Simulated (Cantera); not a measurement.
Mixture: CH4 : H2 : O2 : N2 = 1 : 1.1 : 2.71 : 10.2 (molar parts), equivalence ratio 0.94, at 10.0 bar, adiabatic and at constant volume. Ignition delay is the time to a rise of 400 K.

Computed with Cantera and GRI-Mech 3.0 (53 species, 325 reactions).

Problem. What does this change do: CH4 1 to 0.45 parts?

Solution. 
```csv
quantity,before,after
delay at 1125 K,0.679 ms,0.747 ms
delay at 1275 K,75.0 µs,36.9 µs
delay at 1425 K,24.2 µs,9.02 µs
delay at 1575 K,10.3 µs,3.85 µs
delay at 1725 K,5.02 µs,2.10 µs
apparent activation energy between 1650 and 1800 K,110 kJ/mol,87 kJ/mol
```
